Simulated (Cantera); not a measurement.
Source: NASA polynomial tables (part measured, part estimated), evaluated in Cantera. Values are per mole of reaction as written; species without (g) are pure solids or liquids, kept so even where they would boil at 1 bar.

Q: Between 773 and 1273 K, where is each reaction favourable under standard conditions?
- N₂O(g) + CrO₃(g) = 2 NO₂(g) + Cr

A: 
- N₂O(g) + CrO₃(g) = 2 NO₂(g) + Cr: ΔG° is 266 kJ at 773 K and 257 kJ at 1273 K; it stays positive (K < 1). ΔH° is 282 kJ and ΔS° 20 J/K at 1273 K.
